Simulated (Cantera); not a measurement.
Charge: 1 mol H2S, 6 mol H2, a varied amount of SO2, held at 3100 °C and 3.20 bar.

These are equilibrium values from Cantera (NASA tables, ideal gas, pure condensed phases), not measurements of a reactor. Candidate condensed phases: H2O, H2SO4, S; 19 gas species. Equilibrium is a limit: real reactors are often held back by kinetics, nucleation or transport.

x: gas mole fraction; nothing condenses.

| n(SO2) (mol) | x H2 | x H | x H2O | x S | x SH | x SO | x S2 | x OH |
|---|---|---|---|---|---|---|---|---|
| 0.12 | 0.662 | 0.199 | 0.0204 | 0.0452 | 0.0421 | 0.00424 | 0.0146 | 0.00263 |
| 0.14 | 0.657 | 0.199 | 0.0236 | 0.0456 | 0.0424 | 0.00500 | 0.0149 | 0.00306 |
| 0.16 | 0.652 | 0.198 | [?] | 0.0460 | 0.0426 | [?] | 0.0152 | [?] |
| 0.18 | 0.647 | 0.197 | 0.0300 | 0.0464 | 0.0428 | 0.00656 | 0.0155 | 0.00391 |
| 0.21 | 0.640 | 0.196 | 0.0347 | 0.0471 | 0.0432 | 0.00777 | 0.0159 | 0.00454 |
| 0.24 | 0.634 | 0.195 | 0.0393 | 0.0476 | 0.0435 | 0.00901 | 0.0163 | 0.00517 |
| 0.27 | 0.627 | 0.194 | 0.0438 | 0.0482 | 0.0438 | 0.0103 | 0.0167 | 0.00580 |
| 0.31 | 0.618 | 0.193 | 0.0496 | 0.0489 | 0.0441 | 0.0120 | 0.0172 | 0.00662 |
| 0.35 | 0.609 | 0.191 | 0.0554 | 0.0496 | 0.0444 | 0.0138 | 0.0177 | 0.00744 |
| 0.4 | 0.598 | 0.189 | 0.0623 | 0.0505 | 0.0448 | 0.0160 | 0.0183 | 0.00844 |
| 0.46 | 0.586 | 0.187 | [?] | 0.0514 | 0.0451 | [?] | 0.0189 | [?] |
| 0.52 | 0.574 | 0.185 | 0.0779 | 0.0523 | 0.0454 | 0.0217 | 0.0196 | 0.0108 |
| 0.59 | 0.560 | 0.183 | 0.0864 | 0.0532 | 0.0457 | 0.0251 | 0.0203 | 0.0121 |

Problem. Some entries are withheld; supply them.

Solution. 
- 0.16, x H2O: 0.0268
- 0.16, x SO: 0.00577
- 0.16, x OH: 0.00348
- 0.46, x H2O: 0.0703
- 0.46, x SO: 0.0188
- 0.46, x OH: 0.00962
